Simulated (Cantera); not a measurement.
An adiabatic, constant-volume homogeneous reactor starts with CH4 : H2 : O2 : N2 = 1 : 0.31 : 1.03 : 7.9 (molar parts), equivalence ratio 2.1, at 1650 K and 3.70 bar. Integrator tolerance rtol = 1e-08.

Cantera simulation using GRI-Mech 3.0 (53 species, 325 reactions); the numbers are that mechanism's predictions, not measurements.

### Question
What does this change do: pressure from 3.70 bar to 5.00 bar?

### Answer
```json
[
 {"quantity": "time of steepest temperature rise", "before": "0.114 ms", "after": "91.1 µs"},
 {"quantity": "temperature at 4.00 s", "before": "2551 K", "after": "2556 K"},
 {"quantity": "equilibrium temperature", "before": "2551 K", "after": "2556 K"},
 {"quantity": "x(CH4) at 4.00 s", "before": "1.62e-10 (gas-phase equilibrium 1.82e-10)", "after": "2.93e-10 (gas-phase equilibrium 3.29e-10)"},
 {"quantity": "x(H2) at 4.00 s", "before": "0.119 (gas-phase equilibrium 0.119)", "after": "0.119 (gas-phase equilibrium 0.119)"},
 {"quantity": "x(O2) at 4.00 s", "before": "4.70e-6 (gas-phase equilibrium 4.70e-6)", "after": "3.63e-6 (gas-phase equilibrium 3.63e-6)"},
 {"quantity": "x(CO2) at 4.00 s", "before": "0.00900 (gas-phase equilibrium 0.00900)", "after": "0.00899 (gas-phase equilibrium 0.00899)"},
 {"quantity": "x(C2H6) at 4.00 s", "before": "<1e-12 (gas-phase equilibrium <1e-12)", "after": "<1e-12 (gas-phase equilibrium <1e-12)"},
 {"quantity": "x(CH2) at 4.00 s", "before": "6.38e-12 (gas-phase equilibrium 7.07e-12)", "after": "8.84e-12 (gas-phase equilibrium 9.80e-12)"}
]
```
